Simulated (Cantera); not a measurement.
Feed: 1 mol SO2, 4 mol H2O, 6 mol O2, equilibrated at 3400 K and 10.0 mbar.

These are equilibrium values from Cantera (NASA tables, ideal gas, pure condensed phases), not measurements of a reactor. Candidate condensed phases: H2O, H2SO4, S; 19 gas species. Kinetics and transport are ignored.

Task: What is the equilibrium state?

Result: 
```json
{
  "x(O)": "0.625",
  "x(H)": "0.290",
  "x(S)": "0.0287",
  "x(O2)": "0.0270",
  "x(OH)": "0.0141",
  "x(SO)": "0.00970",
  "x(H2)": "0.00385",
  "x(SO2)": "0.000615",
  "x(H2O)": "0.000431",
  "gas_amount": "25.55 mol",
  "log10 activity of S(l) (absent)": "-5.32"
}
```
